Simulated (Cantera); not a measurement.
An adiabatic, constant-volume homogeneous reactor starts with H2 : O2 : N2 = 1 : 0.417 : 2.5 (molar parts), equivalence ratio 1.2, at 1675 K and 5.00 bar. Integrator tolerance rtol = 1e-08.

Cantera simulation using the H2/O2 subset of GRI-Mech 3.0, which has no nitrogen chemistry; the numbers are that mechanism's predictions, not measurements. The hydrogen kinetics of GRI-Mech 3.0 are dated; newer H2 mechanisms differ, most at raised pressure. Above 3000 K some thermodynamic fits are extrapolated.

### Question
How do the results move with these cheaper or finer settings: full GRI-Mech 3.0 in place of its H2/O2 subset; rtol 1e-08 to 0.001; rtol 1e-08 to 0.01?

### Answer
| setting | time of steepest temperature rise | temperature at 0.600 s | equilibrium temperature | x(H2) at 0.600 s | integrator steps |
|---|---|---|---|---|---|
| as above | 2.13 µs | 3073 K | 3073 K | 0.0598 | 964 |
| full GRI-Mech 3.0 in place of its H2/O2 subset | 2.13 µs | 3053 K | 3053 K | 0.0628 | 1073 |
| rtol 1e-08 to 0.001 | 2.13 µs | 3073 K | 3073 K | 0.0598 | 336 |
| rtol 1e-08 to 0.01 | 2.19 µs | 3072 K | 3073 K | 0.0598 | 182 |
